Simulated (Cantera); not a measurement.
A closed system holds: 1 mol PbO, 4.7 mol CO, at 1050 K and 1 atm.

Cantera equilibrium calculation (NASA polynomials, part measured and part estimated; ideal gas, pure solids and liquids). Candidate condensed phases: C, Pb, PbO, PbO₂, Pb₃O₄; 15 gas species. The numbers say what is thermodynamically allowed, not how fast it happens.

Base state: CO 0.787, CO₂ 0.213, Pb 4.59e-5 (mole fractions); condensed: Pb(l).

### Question
What changes in the equilibrium state with this change: temperature from 1050 K to 2598.15 K?

### Answer
```tsv
species	before	after
CO	0.787	0.656
Pb	4.59e-5	0.168
CO₂	0.213	0.168
PbO	<1e-9	0.00675
O	<1e-9	0.000354
O₂	<1e-9	0.000238
Pb₂	<1e-9	5.47e-5
Pb(l), mol	1.000	0
```
Gases not in the tables: (PbO)n polymers.
